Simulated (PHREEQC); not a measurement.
Make-up at 25 °C: 0.0012 mol H2SO4, 0.02 mol NaCl and 0.00037 mol CuCl2 per kg of water. It is in equilibrium with CO2 at log p = -3.4 (atm). Otherwise closed; pH follows from the charge balance.

Equilibrium calculation in PHREEQC: ion-association model, phreeqc.dat.

Each row changes one thing in this solution. This is a speciation only: nothing precipitates in the calculation.

```csv
case,pH,ionic strength (mol/kgw),SO4-2 (mol/kgw),HSO4- (mol/kgw),HCO3- (mol/kgw)
as made,2.70,0.0242,0.000997,0.000126,3.46e-9
NaCl left out,2.68,0.00422,0.000996,0.000165,3.08e-9
CuCl2 left out,2.70,0.0232,0.00101,0.000129,3.45e-9
NaCl from 0.02 to 0.2 mol/kgw,2.73,0.204,0.000878,6.19e-5,4.31e-9
diluted 2-fold with water,2.98,0.0122,0.000535,3.95e-5,6.38e-9
temperature from 25 to 15 °C,2.69,0.0243,0.00102,0.000106,3.93e-9
CuCl2 from 0.00037 to 0.000407 mol/kgw,2.70,0.0243,0.000995,0.000126,3.46e-9
```
